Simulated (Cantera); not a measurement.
A diamond (100) surface in a fixed gas of H2 with x(CH4) = 0.0035, x(H) = 0.0014, x(CH3) = 6.9e-05, at 1075 K; coverages are run to steady state.

Computed with Cantera and the Harris–Goodwin 1993 mechanism for the reconstructed diamond (100) surface.

θ: site fractions in the mechanism's names (c6HH fully hydrogenated, c6H* and c6*H radical sites, c6** diradical, c6HM methylated).

```
P (Pa)  growth (µm/h)  θ c6HH  θ c6H*  θ c6*H  θ c6**   θ c6HM
------  -------------  ------  ------  ------  ------  -------
330               ___   0.536  0.0251   0.422  0.0143  0.00150
610               ___   0.536  0.0250   0.421  0.0143  0.00259
1100              ___   0.534  0.0250   0.420  0.0142  0.00420
2100              ___   0.532  0.0249   0.418  0.0142  0.00665
3900              ___   0.530  0.0248   0.417  0.0141  0.00945
7200              ___   0.528  0.0247   0.415  0.0140   0.0122
13000             ___   0.527  0.0246   0.413  0.0140   0.0144
25000             ___   0.525  0.0246   0.412  0.0140   0.0162
```

What belongs in the gaps?


- 330, growth (µm/h): 0.0173
- 610, growth (µm/h): 0.0481
- 1100, growth (µm/h): 0.129
- 2100, growth (µm/h): 0.371
- 3900, growth (µm/h): 0.952
- 7200, growth (µm/h): 2.23
- 13000, growth (µm/h): 4.73
- 25000, growth (µm/h): 10.1
